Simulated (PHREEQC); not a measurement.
**Brine (model solution)**

Consider water at 21 °C with 0.71 mol MgCl2, 0.051 mol KCl and 1 mol HCl per kg of water. Closed to the air; pH follows from the charge balance.

All values are PHREEQC results (Pitzer model, pitzer.dat), not measurements.

```
Item                       Result
-------------------  ------------
pH                          -0.34
ionic strength       3.18 mol/kgw
activity of water           0.910
density               1.068 g/cm³
osmotic coefficient         1.241
total alkalinity     -1000 meq/kg
```

```json
[
 {"species": "Cl-", "molality": "2.47", "activity": "1.40", "log γ": "-0.247"},
 {"species": "H+", "molality": "1.00", "activity": "2.19", "log γ": "0.340"},
 {"species": "Mg+2", "molality": "0.710", "activity": "0.791", "log γ": "0.047"},
 {"species": "K+", "molality": "0.0510", "activity": "0.0454", "log γ": "-0.050"}
]
```

This is a speciation only: nothing precipitates in the calculation. In brines, pH and single-ion activities rest on the MacInnes convention.
